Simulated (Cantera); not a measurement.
## Transport properties of process gases

Gas mixture: CH₃OH = 0.49 (molar parts), at 2500 Pa, frozen composition.

Cantera's kinetic-theory transport with the Lennard-Jones parameters of GRI-Mech 3.0, ideal gas; thermal conductivity in the mixture-averaged form. Polar gases are described roughly by these parameters. The composition is frozen, though it would react at the higher temperatures.

| T (K) | ρ (kg/m³) | cp (J/kg/K) | μ (µPa s) | λ (mW/m/K) | Pr | D (cm²/s) H | D (cm²/s) CH₃ | D (cm²/s) CO₂ |
|---|---|---|---|---|---|---|---|---|
| 400 | 0.0241 | 1604 | 13.1 | 28.2 | 0.745 | 63.4 | 11.5 | 7.67 |
| 650 | 0.0148 | 2212 | 21.3 | 62.9 | 0.747 | 156 | 28.2 | 19.4 |
| 900 | 0.0107 | 2643 | 28.6 | 101 | 0.746 | 278 | 50.2 | 35.1 |
| 1150 | 0.00838 | 2978 | 35.2 | 139 | 0.751 | 425 | 76.8 | 54.2 |
| 1400 | 0.00688 | 3214 | 41.1 | 176 | 0.751 | 595 | 108 | 76.3 |
| 1650 | 0.00584 | 3388 | 46.5 | 210 | 0.750 | 786 | 142 | 101 |
| 1900 | 0.00507 | 3514 | 51.5 | 242 | 0.748 | 997 | 180 | 129 |
D: mixture-averaged diffusion coefficient of that species in the mixture.
